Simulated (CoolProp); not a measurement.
Vapour-liquid equilibrium of sulfur dioxide (1) + toluene (2) at 309.5 K; x and y are mole fractions of (1).

The numbers come from the multi-fluid Helmholtz-energy mixture model, Gao 2016 and Lemmon 2006; pair parameters Bell 2016 in CoolProp.

```csv
x,"bubble pressure, mixture model (MPa)","bubble pressure, Raoult's law (MPa)","y, mixture model","y, Raoult's law"
0.05,0.02634,0.03454,0.758,0.817
0.2,0.1018,0.1182,0.946,0.955
0.35,0.1911,0.2018,0.976,0.979
0.5,0.2819,0.2855,0.987,0.988
0.65,0.3676,0.3691,0.993,0.994
0.8,0.4496,0.4527,0.996,0.997
0.95,0.5341,0.5364,0.999,0.999
```

The largest gap from Raoult's law is -23.7 % in bubble pressure, at x = 0.05. No azeotrope shows between x = 0.05 and 0.95.

The pair parameters rest on a limited set of measurements; away from them the model extrapolates.
